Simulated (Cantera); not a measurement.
Charge: 1 mol Nb₂O₅, 150 mol H₂, 0.56 mol H₂O, at 0.240 Torr.

Equilibrium computed with Cantera from the NASA thermochemical tables; the gas is ideal and each condensed phase is pure. Candidate condensed phases: H₂O, Nb, NbO, NbO₂, Nb₂O₅; 12 gas species. Mutual solubility and eutectic melting of coexisting phases are not modelled. Condensed phases not in the tables: the oxides between NbO₂ and Nb₂O₅. Rates play no part.

log p: log10 of the partial pressure in bar; n: condensed amount in mol.

```
T (K)  log p H₂     log p H  log p NbO₂  log p H₂O   log p NbO    log p OH     log p O  n NbO₂(s)  n Nb₂O₅(s)
-----  --------  ----------  ----------  ---------  ----------  ----------  ----------  ---------  ----------
1048      -3.50       -9.86        <-15      -5.61        <-15      -14.48        <-15       1.19       0.407
1148      -3.50  (withheld)        <-15      -5.48        <-15  (withheld)        <-15       2.00           0
1248      -3.50       -8.08      -14.18      -5.48        <-15      -12.05        <-15       2.00           0
1348      -3.50       -7.39      -12.42      -5.48        <-15      -11.16      -15.07       2.00           0
1448      -3.50  (withheld)  (withheld)      -5.48  (withheld)  (withheld)  (withheld)       2.00           0
1548      -3.50       -6.26       -9.61      -5.48      -12.08       -9.72      -12.55       2.00           0
1648      -3.50       -5.80       -8.46      -5.48      -10.64       -9.13      -11.52       2.00           0
1748      -3.50       -5.39       -7.45      -5.48       -9.37       -8.61      -10.60       1.98           0
1848      -3.51       -5.03       -6.56      -5.49       -8.24       -8.14       -9.78       1.86           0
1948      -3.53       -4.71       -5.76      -5.49       -7.24       -7.72       -9.03       1.12           0
2048      -3.56       -4.43       -5.42      -5.49       -6.75       -7.33       -8.34          0           0
```

Task: What belongs in the gaps?

Result: 
- 1148, log p H: -8.89
- 1148, log p OH: -13.10
- 1448, log p H: -6.79
- 1448, log p NbO₂: -10.91
- 1448, log p NbO: -13.73
- 1448, log p OH: -10.39
- 1448, log p O: -13.73
